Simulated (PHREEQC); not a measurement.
Dissolve 0.01 mol/kgw Al2(SO4)3, 4.5e-05 mol/kgw CuCl2 and 0.013 mol/kgw HCl at 25 °C. Closed to the air; pH follows from the charge balance.

All values are PHREEQC results (ion-association model, phreeqc.dat), not measurements.

```
Property                  Result
----------------  --------------
pH                          2.10
ionic strength    0.0570 mol/kgw
total alkalinity    -13.0 meq/kg
```

| species | molality | activity | log γ |
|---|---|---|---|
| AlSO4+ | 0.0141 | 0.0115 | -0.090 |
| Cl- | 0.0131 | 0.0106 | -0.094 |
| H+ | 0.00932 | 0.00791 | -0.071 |
| SO4-2 | 0.00872 | 0.00387 | -0.352 |
| Al+3 | 0.00412 | 0.000938 | -0.643 |
| HSO4- | 0.00366 | 0.00298 | -0.090 |
| Al(SO4)2- | 0.00173 | 0.00141 | -0.090 |
| Cu+2 | 3.26e-5 | 1.52e-5 | -0.331 |
| AlHSO4+2 | 1.84e-5 | 8.05e-6 | -0.358 |
| CuSO4 | 1.19e-5 | 1.20e-5 | 0.006 |
| AlOH+2 | 2.59e-6 | 1.18e-6 | -0.342 |
| CuCl+ | 5.34e-7 | 4.32e-7 | -0.093 |

Precipitation was switched off in this run. Species that the database lacks are ignored.
